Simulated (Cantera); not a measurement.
A perfectly stirred reactor is fed with 28.1 % CO, 7.29 % H2, 13.6 % O2, 51.1 % N2, equivalence ratio 1.3, at 6.32 atm; it is adiabatic with a 498 K inlet, and is followed from long to short residence time, starting on the burning branch (τ in s: 0.023, 0.0082, 0.003, 0.0011, 0.0004, 0.00014, 5.3e-05, 1.9e-05, 7e-06).

Model: GRI-Mech 3.0 (53 species, 325 reactions), integrated in Cantera. The hydrogen kinetics of GRI-Mech 3.0 are dated; newer H2 mechanisms differ, most at raised pressure.

Task: Predict: blow-out, bracketed by the residence times tried; x(CO) at τ = 23.0 ms; x(H2) at τ = 23.0 ms; x(O2) at τ = 23.0 ms; x(NO) at τ = 23.0 ms; x(HO2) at τ = 23.0 ms; x(CO) at τ = 0.400 ms; x(H2) at τ = 0.400 ms; x(O2) at τ = 0.400 ms; x(NO) at τ = 0.400 ms; x(HO2) at τ = 0.400 ms.

Result: 
```json
{
  "blow_out_bracketed_by_the_residence_times_tried": "burning at 7.00 µs, the shortest tried",
  "x(CO) at τ = 23.0 ms": "0.0964",
  "x(H2) at τ = 23.0 ms": "0.00518",
  "x(O2) at τ = 23.0 ms": "0.00230",
  "x(NO) at τ = 23.0 ms": "0.00198",
  "x(HO2) at τ = 23.0 ms": "7.93e-7",
  "x(CO) at τ = 0.400 ms": "0.111",
  "x(H2) at τ = 0.400 ms": "0.00638",
  "x(O2) at τ = 0.400 ms": "0.0105",
  "x(NO) at τ = 0.400 ms": "0.000594",
  "x(HO2) at τ = 0.400 ms": "4.69e-6"
}
```
